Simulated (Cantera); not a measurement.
Input (Python, Cantera) and output of one run.

```python
import numpy as np
import cantera as ct

gas_names = """
    Si CL SiCL2
""".split()
cond_names = """

""".split()


# ... load() reads the species with a 1 bar reference pressure and builds the phases ...
species = {s.name: s for s in load("nasa_gas.yaml", gas_names) + load("nasa_condensed.yaml", cond_names)}
# Each term lists the table entries of one substance; the one whose range holds T is used.
reactions = {
    'Si(g) + 2 Cl(g) = SiCl2(g)':
        [(-1, ['Si']), (-2, ['CL']), (1, ['SiCL2'])],
}


def pick(names, T):
    return next(species[n] for n in names if species[n].thermo.min_temp <= T <= species[n].thermo.max_temp)


results = []
for label, terms in reactions.items():
    print(label)
    print("     T/K   dH/kJ  dS/(J/K)   dG/kJ   log10 K")
    for T in [2898, 2923, 2948, 2973, 2998]:
        used = [(nu, pick(names, T)) for nu, names in terms]
        dH = sum(nu * s.thermo.h(T) for nu, s in used) / 1e6
        dS = sum(nu * s.thermo.s(T) for nu, s in used) / 1e3
        dG = dH - T * dS / 1e3
        logK = -dG * 1e6 / (ct.gas_constant * T * np.log(10))
        results.append((label, T, dH, dS, dG, logK, [s.name for _, s in used]))
        print(f"{T:8g} {dH:8.1f} {dS:8.1f} {dG:8.1f} {logK:8.2f}")
```

Result:

```
Si(g) + 2 Cl(g) = SiCl2(g)
     T/K   dH/kJ  dS/(J/K)   dG/kJ   log10 K
    2898   -881.5   -237.8   -192.4     3.47
    2923   -881.6   -237.8   -186.4     3.33
    2948   -881.8   -237.9   -180.5     3.20
    2973   -882.0   -238.0   -174.5     3.07
    2998   -882.1   -238.0   -168.6     2.94
```

Cantera with NASA thermochemical tables; ideal gases at 1 bar, condensed phases pure. Condensed species are held in their standard states even where they would react or evaporate.
